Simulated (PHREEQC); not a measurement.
Dissolve 2.5 mmol/kgw NH4HSO4 at 25 °C. Closed to the air; pH follows from the charge balance.

Model: ion-association model, phreeqc.dat, run in PHREEQC.

```csv
quantity,before,after
pH,2.70,2.69
ionic strength (mol/kgw),0.00676,0.00681
SO4-2 (mol/kgw),0.00213,0.00215
HSO4- (mol/kgw),0.000323,0.000298
NH4SO4- (mol/kgw),4.77e-5,4.83e-5
NH3 (mol/kgw),6.33e-10,4.37e-10
```

Task: Name the change that produced these shifts.
A. temperature from 25 to 20 °C
B. NH4HSO4 from 0.0025 to 0.00275 mol/kgw
C. NH4HSO4 from 0.0025 to 0.00125 mol/kgw
D. diluted 10-fold with water

Result: A, temperature from 25 to 20 °C

No solid was allowed to form.
